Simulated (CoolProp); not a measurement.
Vapour-liquid equilibrium of propylene (1) + 1-butene (2) at 6.86 bar; x and y are mole fractions of (1).

Model: multi-fluid Helmholtz-energy mixture model, Lemmon 2013 and Lemmon 2005; pair parameters Bell 2016, in CoolProp.

| x | bubble temperature, mixture model (°C) | bubble temperature, Raoult's law (°C) | y, mixture model | y, Raoult's law |
|---|---|---|---|---|
| 0.05 | 51.7 | 51.1 | ___ | 0.153 |
| 0.15 | 44.3 | 43.0 | 0.333 | 0.386 |
| 0.25 | 37.8 | 36.2 | ___ | 0.550 |
| 0.35 | ___ | 30.3 | ___ | 0.670 |
| 0.45 | 26.6 | 25.2 | 0.719 | 0.760 |
| 0.55 | 21.9 | 20.7 | 0.797 | 0.829 |
| 0.65 | 17.6 | 16.7 | 0.859 | 0.883 |
| 0.75 | 13.8 | 13.1 | 0.910 | 0.926 |
| 0.85 | 10.2 | 9.8 | 0.951 | 0.960 |
| 0.95 | ___ | 6.9 | 0.985 | 0.988 |

**Question.** Some entries are withheld; supply them.

**Answer.** 
- 0.05, y, mixture model: 0.125
- 0.25, y, mixture model: 0.494
- 0.35, bubble temperature, mixture model (°C): 31.9
- 0.35, y, mixture model: 0.620
- 0.95, bubble temperature, mixture model (°C): 7.0

The largest gap from Raoult's law is +1.6 K in bubble temperature, at x = 0.35. No azeotrope shows between x = 0.05 and 0.95.

The pair parameters rest on a limited set of measurements; away from them the model extrapolates.
